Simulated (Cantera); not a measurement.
A perfectly stirred reactor is fed with NH3 : H2 = 1 : 0.13 (molar parts), at 0.0267 bar; it is held at 2150 K, and followed from long to short residence time.

Cantera simulation using the gas-phase N/H chemistry of the illustrative SiF4/NH3 mechanism in the Surface Chemkin manual (1991); the numbers are that mechanism's predictions, not measurements. Walls and surfaces, which speed up NH3 decomposition in real reactors, are not modelled.

Question: What does this change do: pressure from 0.0267 bar to 0.240 bar?

Answer: 
```csv
quantity,before,after
x(NH3) at τ = 0.330 s,0.277,0.0548
x(H2) at τ = 0.330 s,0.560,0.723
x(N2H4) at τ = 0.330 s,5.40e-9,4.55e-9
x(NH2) at τ = 0.330 s,0.00116,0.000356
x(N2) at τ = 0.330 s,0.161,0.220
x(NH3) at τ = 4.30 ms,0.863,0.742
x(H2) at τ = 4.30 ms,0.130,0.219
x(N2H4) at τ = 4.30 ms,2.35e-8,1.56e-7
x(NH2) at τ = 4.30 ms,0.00242,0.00208
x(N2) at τ = 4.30 ms,0.00491,0.0370
```

Question: What does this change do: temperature 2150 to 2075 K?

Answer: 
```
quantity                 before    after
----------------------  -------  -------
x(NH3) at τ = 0.330 s     0.277    0.412
x(H2) at τ = 0.330 s      0.560    0.461
x(N2H4) at τ = 0.330 s  5.40e-9  8.97e-9
x(NH2) at τ = 0.330 s   0.00116  0.00114
x(N2) at τ = 0.330 s      0.161    0.125
x(NH3) at τ = 4.30 ms     0.863    0.874
x(H2) at τ = 4.30 ms      0.130    0.122
x(N2H4) at τ = 4.30 ms  2.35e-8  1.98e-8
x(NH2) at τ = 4.30 ms   0.00242  0.00170
x(N2) at τ = 4.30 ms    0.00491  0.00224
```
